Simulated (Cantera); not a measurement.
# NO annealing gas

An isothermal, constant-pressure homogeneous reactor starts with NO : N₂ = 1 : 0.14 (molar parts), at 2050 K and 1.00 bar.

Cantera simulation using GRI-Mech 3.0 (53 species, 325 reactions); the numbers are that mechanism's predictions, not measurements.

| t (s) | x NO | x N₂ | x O₂ | x O | x N₂O |
|---|---|---|---|---|---|
| 9.00e-5 | 0.877 | 0.123 | 6.48e-6 | 4.30e-5 | 9.90e-5 |
| 0.000419 | 0.876 | 0.123 | 0.000225 | 0.000118 | 0.000284 |
| 0.00195 | 0.871 | 0.125 | 0.00238 | 0.000144 | 0.000364 |
| 0.00911 | 0.850 | 0.136 | 0.0128 | 0.000175 | 0.000344 |
| 0.0424 | 0.759 | 0.182 | 0.0585 | 0.000271 | 0.000265 |
| 0.198 | 0.457 | 0.332 | 0.209 | 0.000460 | 9.10e-5 |
| 0.921 | 0.0880 | 0.517 | 0.394 | 0.000616 | 3.61e-6 |
| 4.29 | 0.0126 | 0.555 | 0.432 | 0.000643 | 5.17e-7 |
| 20.0 | 0.0106 | 0.556 | 0.433 | 0.000644 | 4.99e-7 |
x: mole fraction; the columns are a selection and need not sum to one.

Equilibrium at this temperature and pressure: NO 0.0106, N₂ 0.556, O₂ 0.433, O 0.000644, N₂O 4.99e-7 (gas phase only).
